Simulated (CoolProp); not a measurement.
Vapour-liquid equilibrium of CH2F2 (R32) (1) + R134a (2) at 750 kPa; x and y are mole fractions of (1).

Values from CoolProp's multi-fluid Helmholtz-energy mixture model, Tillner-Roth 1997 and Tillner-Roth 1994; pair parameters Lemmon 2004.

```tsv
x	bubble temperature (K)	y at the bubble point	dew temperature at overall composition x (K)	liquid density (mol/L)
0.05	299.8	0.102	301.1	11.98
0.125	296.5	0.238	299.3	12.44
0.2	293.4	0.355	297.4	12.93
0.275	290.5	0.457	295.5	13.43
0.35	287.9	0.545	293.5	13.96
0.425	285.4	0.623	291.4	14.53
0.5	283.1	0.692	289.3	15.12
0.575	280.9	0.753	287.0	15.76
0.65	278.9	0.808	284.5	16.44
0.725	277.0	0.857	281.9	17.18
0.8	275.1	0.901	279.2	17.97
0.875	273.4	0.941	276.2	18.83
0.95	271.7	0.978	273.0	19.77
```

No azeotrope shows between x = 0.05 and 0.95.

The pair parameters rest on a limited set of measurements; away from them the model extrapolates.
